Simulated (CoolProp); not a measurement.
A simple Rankine cycle with R142b: condensing at 329.15 K, boiler at 1.97 MPa, turbine inlet 385.5 K, turbine efficiency 0.7, pump efficiency 0.6, no recuperator. Each further row changes one setting.

Model: reference Helmholtz-energy equation of state, Lemmon 2006, in CoolProp. It is a short technical equation, of lower accuracy than the large ones.

```
case                             thermal efficiency (%)  net work (kJ/kg)  heat in (kJ/kg)  turbine exit temperature (K)  volume ratio over the turbine
-------------------------------  ----------------------  ----------------  ---------------  ----------------------------  -----------------------------
as stated                                           6.3              13.6              217                         352.1                           2.67
turbine inlet 405.5 K                               6.4              15.3              241                         374.3                           2.59
condensing temperature 321.15 K                     7.5              17.0              228                         346.0                           3.28
boiler pressure 1.38 MPa                            4.1              9.38              228                         367.4                           1.77
turbine efficiency 0.6                              5.3              11.4              217                         354.2                           2.69
```
